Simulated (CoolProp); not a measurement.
CH2F2 (R32) at several states: Z from the reference equation and from simpler models built on Tc = 78.1 °C, pc = 5.783 MPa, ω = 0.277; each cubic takes its own stable root.

Values from CoolProp's reference Helmholtz-energy equation of state, Tillner-Roth 1997.

```tsv
T (°C)	p (MPa)	phase	reference	van der Waals	Redlich-Kwong	Soave-Redlich-Kwong	Peng-Robinson
-47.85	30.1	liquid	0.6690	___	0.8722	0.8530	0.7598
126.15	0.306	gas	0.9870	0.9884	0.9875	0.9885	0.9867
144.15	0.35	gas	0.9874	0.9882	0.9875	0.9889	0.9870
0.95	16.2	liquid	0.3360	0.6093	0.4405	___	0.3790
-30.65	3.07	liquid	0.06833	0.1317	___	0.08750	0.07739
```

Q: Some entries are withheld; supply them.

A: 
- -47.85, van der Waals: 1.237
- 0.95, Soave-Redlich-Kwong: 0.4270
- -30.65, Redlich-Kwong: 0.09108
